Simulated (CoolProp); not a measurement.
Vapour pressure (kPa) of CH2F2 (R32): the reference equation beside estimates from Tc = 351.3 K, pc = 5783 kPa, ω = 0.277. Clausius-Clapeyron is anchored at 276.8 K with a constant enthalpy of vaporisation of 16.10 kJ/mol.

The numbers come from the reference Helmholtz-energy equation of state, Tillner-Roth 1997 in CoolProp.

| T (K) | reference | Lee-Kesler | Clausius-Clapeyron | van der Waals | Redlich-Kwong | Soave-Redlich-Kwong |
|---|---|---|---|---|---|---|
| 267.2 | 669.0 | 676.8 | 709.7 | 1749 | 982.8 | 677.6 |
| 270.4 | 743.8 | 753.1 | 773.2 | 1851 | 1075 | 754.5 |
| 273.6 | 824.9 | 835.6 | 840.8 | 1957 | 1173 | 837.8 |
| 276.8 | 912.5 | 924.6 | 912.5 | 2067 | 1276 | 927.9 |
| 280 | 1007 | 1021 | 988.4 | 2180 | 1386 | 1025 |
| 283.3 | 1112 | 1127 | 1071 | 2302 | 1506 | 1133 |
| 286.5 | 1221 | 1238 | 1156 | 2423 | 1630 | 1246 |
| 289.7 | 1339 | 1356 | 1246 | 2549 | 1759 | 1366 |
| 292.9 | 1464 | 1483 | 1340 | 2678 | 1896 | 1495 |
| 296.1 | 1599 | 1619 | 1440 | 2812 | 2040 | 1633 |

Absolute difference from the reference over all 10 rows, mean and median: Lee-Kesler 1.3 and 1.3 %, Clausius-Clapeyron 4.8 and 4.6 %, van der Waals 114.5 and 111.7 %, Redlich-Kwong 36.8 and 36.5 %, Soave-Redlich-Kwong 1.8 and 1.8 %.
